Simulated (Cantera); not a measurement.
A freely propagating, adiabatic, planar premixed flame of H₂ : O₂ : N₂ : H₂O = 1 : 0.385 : 1.45 : 0.12 (molar parts), equivalence ratio 1.3, unburnt at 648 K and 1.01 bar; multicomponent transport, grid criteria slope 0.08 and curve 0.16, no radiation.

Detailed kinetics in Cantera: the H2/O2 subset of GRI-Mech 3.0, which has no nitrogen chemistry. Burning velocities carry a grid error of a few per cent, more on coarse grids.

Problem. Predict: laminar burning velocity; thermal thickness; peak x(HO₂); peak x(H₂O₂); peak x(O).

Solution. 
- laminar burning velocity = 916 cm/s
- thermal thickness = 0.458 mm
- peak x(HO₂) = 0.000306
- peak x(H₂O₂) = 1.08e-5
- peak x(O) = 0.00905
